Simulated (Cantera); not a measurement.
Thermodynamics of fluorocarbon and chlorocarbon gases, feed CH₂F₂ + CH₄ + H₂

Feed: 1 mol CH₂F₂, 0.59 mol CH₄, 0.83 mol H₂, held at 1.30 mbar.

Equilibrium computed with Cantera from the NASA thermochemical tables; the gas is ideal and each condensed phase is pure. Candidate condensed phases: C, C₆H₆, C₇H₈, C₈H₁₈; 95 gas species. The numbers say what is thermodynamically allowed, not how fast it happens.

```
T (K)   x H₂   x HF       x H  x C₂H₂ (acetylene)       x F     x C₂H  n C(graphite)
-----  -----  -----  --------  ------------------  --------  --------  -------------
1000   0.501  0.499   4.46e-8            5.72e-10    <1e-12    <1e-12           1.59
1100   0.501  0.499   5.08e-7             6.67e-9    <1e-12    <1e-12           1.59
1200   0.501  0.499   3.87e-6             5.15e-8  7.09e-12    <1e-12           1.59
1300   0.501  0.499   2.17e-5             2.89e-7  1.12e-10    <1e-12           1.59
1400   0.501  0.499   9.55e-5             1.26e-6   1.21e-9    <1e-12           1.59
1500   0.501  0.499  0.000346             4.52e-6   9.45e-9  5.87e-12           1.59
1600   0.500  0.498   0.00107             1.38e-5   5.74e-8  9.86e-11           1.59
1700   0.499  0.498   0.00289             3.66e-5   2.83e-7   1.18e-9           1.59
1800   0.496  0.497   0.00699             8.70e-5   1.17e-6   1.07e-8           1.59
1900   0.490  0.495    0.0154            0.000187   4.17e-6   7.69e-8           1.59
2000   0.477  0.491    0.0312            0.000367   1.32e-5   4.48e-7           1.59
2100   0.457  0.484    0.0584            0.000660   3.75e-5   2.18e-6           1.58
2200   0.424  0.473     0.102             0.00109   9.77e-5   9.03e-6           1.58
2300   0.376  0.457     0.165             0.00163  0.000238   3.21e-5           1.58
```
x: gas mole fraction; n: condensed amount in mol.

From 1000 K to 2300 K the condensed part is C(graphite). The main C-bearing gas is CH₄ at 1000 K and C₂H₂ (acetylene) at 2300 K.
